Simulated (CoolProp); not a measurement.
A closed Brayton cycle with carbon dioxide: compressor inlet 328.15 K and 8.3 MPa, high pressure 26.6 MPa, turbine inlet 860 K, compressor efficiency 0.8, turbine efficiency 0.93, recuperator effectiveness 0.8 (on enthalpy, no pinch check). Each further row changes one setting.

Values from CoolProp's reference Helmholtz-energy equation of state, Span 1996.

| case | thermal efficiency (%) | net work (kJ/kg) | compressor to turbine work | compressor exit (K) | turbine exit (K) |
|---|---|---|---|---|---|
| as stated | 30.8 | 94.3 | 0.42 | 431.0 | 713.7 |
| turbine inlet 810 K | 29.3 | 83.5 | 0.45 | 431.0 | 669.0 |
| compressor inlet 338.15 K | 29.5 | 86.8 | 0.47 | 448.0 | 713.7 |
| high pressure 22.6 MPa | 29.6 | 85.0 | 0.40 | 416.0 | 733.5 |
| recuperator effectiveness 0.5 | 23.4 | 94.3 | 0.42 | 431.0 | 713.7 |
